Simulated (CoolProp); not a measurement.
Vapour-liquid equilibrium of R134a (1) + R236FA (2) at -67.05 °C; x and y are mole fractions of (1).

Computed with CoolProp (multi-fluid Helmholtz-energy mixture model, Tillner-Roth 1994 and Pan 2012; pair parameters Bell 2016).

Task: Give the bubble pressure and the first vapour's composition at x = 0.35, 0.5, 0.575. Is there an azeotrope?

Result: x = 0.35: 0.004855 MPa, y = 0.709; x = 0.5: 0.006000 MPa, y = 0.818; x = 0.575: 0.006574 MPa, y = 0.859. No azeotrope shows between x = 0.05 and 0.95.

The pair parameters rest on a limited set of measurements; away from them the model extrapolates.
